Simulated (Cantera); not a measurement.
A perfectly stirred reactor is fed with CO : H2 : O2 : N2 : CO2 = 1 : 0.48 : 0.914 : 2.56 : 0.27 (molar parts), at 7500 Torr; it is adiabatic with a 625 K inlet, and is followed from long to short residence time, starting on the burning branch (τ in s: 0.12, 0.059, 0.029, 0.014, 0.0067, 0.0032, 0.0016, 0.00075, 0.00036, 0.00018, 8.5e-05, 4.1e-05).

Cantera simulation using GRI-Mech 3.0 (53 species, 325 reactions); the numbers are that mechanism's predictions, not measurements. The hydrogen kinetics of GRI-Mech 3.0 are dated; newer H2 mechanisms differ, most at raised pressure.

x: mole fraction; the columns are a selection and need not sum to one.

```json
[
 {"τ (s)": "0.12", "T (K)": "2545", "x CO": "0.0190", "x H2": "0.00116", "x O2": "0.0417", "x O": "0.00117", "x N2O": "1.38e-6"},
 {"τ (s)": "0.059", "T (K)": "2545", "x CO": "0.0190", "x H2": "0.00117", "x O2": "0.0418", "x O": "0.00118", "x N2O": "1.38e-6"},
 {"τ (s)": "0.029", "T (K)": "2545", "x CO": "0.0191", "x H2": "0.00117", "x O2": "0.0420", "x O": "0.00119", "x N2O": "1.38e-6"},
 {"τ (s)": "0.014", "T (K)": "2545", "x CO": "0.0192", "x H2": "0.00118", "x O2": "0.0424", "x O": "0.00120", "x N2O": "1.38e-6"},
 {"τ (s)": "0.0067", "T (K)": "2544", "x CO": "0.0196", "x H2": "0.00120", "x O2": "0.0431", "x O": "0.00124", "x N2O": "1.38e-6"},
 {"τ (s)": "0.0032", "T (K)": "2542", "x CO": "0.0202", "x H2": "0.00124", "x O2": "0.0442", "x O": "0.00130", "x N2O": "1.38e-6"},
 {"τ (s)": "0.0016", "T (K)": "2536", "x CO": "0.0214", "x H2": "0.00131", "x O2": "0.0455", "x O": "0.00139", "x N2O": "1.41e-6"},
 {"τ (s)": "0.00075", "T (K)": "2521", "x CO": "0.0238", "x H2": "0.00145", "x O2": "0.0474", "x O": "0.00157", "x N2O": "1.46e-6"},
 {"τ (s)": "0.00036", "T (K)": "2490", "x CO": "(withheld)", "x H2": "(withheld)", "x O2": "0.0497", "x O": "(withheld)", "x N2O": "1.55e-6"},
 {"τ (s)": "0.00018", "T (K)": "2441", "x CO": "0.0344", "x H2": "0.00214", "x O2": "0.0528", "x O": "0.00244", "x N2O": "1.63e-6"},
 {"τ (s)": "8.5e-5", "T (K)": "2364", "x CO": "0.0439", "x H2": "0.00280", "x O2": "0.0573", "x O": "0.00340", "x N2O": "1.67e-6"},
 {"τ (s)": "4.1e-5", "T (K)": "2266", "x CO": "0.0553", "x H2": "0.00365", "x O2": "0.0626", "x O": "0.00472", "x N2O": "1.62e-6"}
]
```

Problem. Complete the blanks.

Solution. 
- 0.00036, x CO: 0.0281
- 0.00036, x H2: 0.00172
- 0.00036, x O: 0.00189
